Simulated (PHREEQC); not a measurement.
PHREEQC input (ion-association model, phreeqc.dat):

```
SOLUTION 1
  temp 25
  units mol/kgw
  pH 7 charge
  Cl 0.0024
  K 0.0024
END
SELECTED_OUTPUT 1
  -reset false
  -pH true
  -pe true
  -ionic_strength true
  -water true
  -totals Ca Cl K S S(-2) S(6)
  -molalities H+ Ca+2 K+ Cl- SO4-2 OH- O2 HSO4- S-2 HS-
    H2S CaOH+ CaSO4 CaHSO4+ KSO4-
  -equilibrium_phases Gypsum
  -saturation_indices Sylvite
PRINT
  -reset false
USE solution 1
REACTION 1
  KHSO4 1
  0 0.0208 0.0417 0.0625 0.0833 0.104 0.125 0.146 0.167 0.188 0.208 0.229 0.25 moles
EQUILIBRIUM_PHASES 1
  Gypsum 0 0.5
  O2(g) -0.68 10
END
```

Selected output (columns that matter, 13 of 13 rows; KHSO4 added (mol) added in front):

```
KHSO4 added (mol)	pH	mu	Ca	Cl	K	S	m_H+	m_Ca+2	m_K+	m_Cl-	m_SO4-2	m_OH-	Gypsum	si_Sylvite
0	7.0636	0.045072	0.015333	0.0023987	0.0023987	0.015333	1.0067e-07	0.010709	0.0023178	0.0023987	0.010628	1.4311e-07	0.48466	-6.3269
0.0208	2.0184	0.077335	0.013162	0.0023989	0.023189	0.033952	0.011467	0.0081943	0.022036	0.0023989	0.018878	1.3506e-12	0.48683	-5.3884
0.0417	1.7674	0.11125	0.012625	0.0023989	0.04408	0.054306	0.020807	0.0073766	0.041426	0.0023989	0.026208	7.8472e-13	0.48737	-5.1438
0.0625	1.6269	0.14416	0.012476	0.0023989	0.064871	0.074948	0.029126	0.0069772	0.060479	0.0023989	0.032668	5.8306e-13	0.48752	-5.0019
0.0833	1.5287	0.1762	0.012467	0.0023989	0.085662	0.095729	0.036882	0.0067338	0.079363	0.0023989	0.038534	4.7504e-13	0.48753	-4.9018
0.104	1.4533	0.20735	0.01252	0.0023989	0.10635	0.11647	0.044229	0.0065657	0.098029	0.0023989	0.043935	4.0643e-13	0.48747	-4.8249
0.125	1.3908	0.23836	0.012607	0.0023989	0.12734	0.13755	0.051411	0.0064367	0.11686	0.0023989	0.04907	3.5748e-13	0.48739	-4.7616
0.146	1.3381	0.26886	0.012712	0.0023989	0.14833	0.15864	0.05839	0.0063327	0.1356	0.0023989	0.053929	3.2086e-13	0.48728	-4.7082
0.167	1.2923	0.29893	0.012827	0.0023989	0.16932	0.17975	0.065211	0.0062448	0.15426	0.0023989	0.058561	2.9222e-13	0.48717	-4.6622
0.188	1.2517	0.32865	0.012947	0.0023989	0.19031	0.20086	0.071907	0.0061676	0.17286	0.0023989	0.063004	2.6905e-13	0.48705	-4.6217
0.208	1.217	0.35667	0.013065	0.0023989	0.2103	0.22097	0.078191	0.006101	0.1905	0.0023989	0.067085	2.5069e-13	0.48693	-4.5872
0.229	1.1838	0.38583	0.01319	0.0023989	0.23129	0.24208	0.084708	0.0060363	0.20898	0.0023989	0.071236	2.3431e-13	0.4868	-4.5544
0.25	1.1533	0.41476	0.013315	0.0023988	0.25228	0.2632	0.091159	0.0059756	0.2274	0.0023988	0.075265	2.2024e-13	0.48668	-4.5245
```
